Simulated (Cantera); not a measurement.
Cantera run:

```python
import numpy as np
import cantera as ct

gas_names = """
    CL CL2 N N2 Si SiCL SiCL2 SiCL3 SiCL4 SiN Si2 Si2N Si3
""".split()
cond_names = """
    Si(cr) Si(L) Si3N4(a)
""".split()


# ... load() reads the species with a 1 bar reference pressure and builds the phases ...
atoms = {
    'SiCl4': {'Si': 1, 'CL': 4},
    'N2': {'N': 2},
}
top_T = {'Si3N4(a)': 2400}  # K; cautious upper limits of use, not melting points


# ... equilibrate(T, P, feed) seeds the gas with the atoms and calls Mixture.equilibrate('TP', solver="vcs", rtol=1e-11, max_steps=5000) ...
results = []
feed = {'SiCl4': 1, 'N2': 5.1}  # mol
P = 133.322  # Pa
for T in [1175, 1225, 1275, 1325, 1375, 1425, 1475]:
    mix = equilibrate(T, P, feed)
    results.append((T, P, feed, dict(zip(mix.species_names, mix.species_moles))))

top = {s: max(r[3][s] / sum(r[3][g] for g in gas_names) for r in results) for s in gas_names}
cols = sorted((s for s in top if top[s] > 0.0001), key=lambda s: -top[s])[:7]
seen = [c for c in cond_names if any(r[3].get(c, 0) > 1e-12 for r in results)]
print("log10 of partial pressures in bar; condensed amounts in mol")
print(f"{'T/K':>10s}" + "".join(f"{s[:9]:>10s}" for s in cols + seen))
for T, P, feed, n in results:
    ng = sum(n[g] for g in gas_names)
    print(f"{T:10.4g}" + "".join(f"{np.log10(max(n[s] / ng * P / 1e5, 1e-99)):10.3f}" for s in cols)
          + "".join(f"{n.get(c, 0):10.4g}" for c in seen))
```

Output:

```
log10 of partial pressures in bar; condensed amounts in mol
       T/K        N2     SiCL4        CL     SiCL3     SiCL2
      1175    -2.953    -3.661    -6.598    -6.591    -8.531
      1225    -2.953    -3.662    -6.236    -6.241    -7.921
      1275    -2.953    -3.663    -5.901    -5.920    -7.364
      1325    -2.954    -3.666    -5.589    -5.628    -6.855
      1375    -2.955    -3.672    -5.297    -5.363    -6.392
      1425    -2.956    -3.681    -5.022    -5.124    -5.972
      1475    -2.959    -3.697    -4.765    -4.910    -5.591
```

Equilibrium computed with Cantera from the NASA thermochemical tables; the gas is ideal and each condensed phase is pure. The tables' values for SiCl3 are old estimates; treat these amounts as uncertain.
